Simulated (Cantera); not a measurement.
# Low-pressure radical oxidation in H2/O2

An isothermal, constant-pressure homogeneous reactor starts with 6.28 % H2, 93.7 % O2, equivalence ratio 0.034, at 1250 K and 0.0140 bar.

Computed with Cantera and GRI-Mech 3.0 (53 species, 325 reactions). Radical loss at walls, strong at low pressure, is not modelled. The temperature is held fixed by assumption; the heat of reaction is taken as removed at once.

```tsv
t (s)	x H2	x O2	x O	x H	x OH
1.00e-5	0.0628	0.937	1.85e-10	1.23e-9	1.80e-10
3.15e-5	0.0628	0.937	1.53e-9	3.25e-9	1.39e-9
9.92e-5	0.0628	0.937	1.16e-8	9.78e-9	9.17e-9
0.000312	0.0628	0.937	1.73e-7	9.71e-8	1.21e-7
0.000984	0.0625	0.937	0.000132	7.13e-5	9.13e-5
0.00310	0.00136	0.890	0.0396	0.0106	0.00493
0.00976	0.00107	0.898	0.0331	0.00786	0.00443
0.0307	0.000642	0.914	0.0190	0.00347	0.00346
0.0968	0.000189	0.929	0.00540	0.000528	0.00189
0.305	2.81e-5	0.934	0.000800	3.02e-5	0.000732
0.960	3.73e-6	0.935	0.000107	1.47e-6	0.000268
3.02	6.15e-7	0.935	1.77e-5	9.93e-8	0.000109
9.53	1.31e-7	0.935	3.78e-6	9.83e-9	5.05e-5
30.0	3.68e-8	0.935	1.06e-6	1.47e-9	2.68e-5
```
x: mole fraction; the columns are a selection and need not sum to one.

Equilibrium at this temperature and pressure: H2 1.97e-8, O2 0.935, O 5.69e-7, H 5.77e-10, OH 1.96e-5 (gas phase only).
